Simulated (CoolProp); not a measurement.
Vapour-liquid equilibrium of cyclopropane (1) + R134a (2) at 1550 kPa; x and y are mole fractions of (1).

The numbers come from the multi-fluid Helmholtz-energy mixture model, Polt 1992 and Tillner-Roth 1994; pair parameters Bell 2016 in CoolProp. This equation is an older, rougher fit; its heat capacities, sound speeds and derivatives of the liquid may be far off and weren't checked against measurements.

```csv
x,"bubble temperature, mixture model (°C)","bubble temperature, Raoult's law (°C)","y, mixture model","y, Raoult's law"
0.05,54.0,56.6,0.089,0.050
0.15,50.0,56.5,0.233,0.151
0.25,47.3,56.5,0.339,0.251
0.35,[?],56.5,0.420,0.352
0.45,44.9,56.4,0.486,0.452
0.55,44.7,56.4,0.544,0.552
0.65,[?],56.4,0.603,0.652
0.75,46.1,56.3,[?],0.752
0.85,48.4,56.3,0.760,0.851
0.95,52.7,56.3,0.898,0.950
```

**Question.** Complete the blanks.

**Answer.** 
- 0.35, bubble temperature, mixture model (°C): 45.7
- 0.65, bubble temperature, mixture model (°C): 45.1
- 0.75, y, mixture model: 0.670

The largest gap from Raoult's law is -11.7 K in bubble temperature, at x = 0.55. y crosses x between x = 0.45 and 0.55: the model has an azeotrope there.

Pair parameters are fitted to limited data, so mixtures are less certain than the pure fluids.
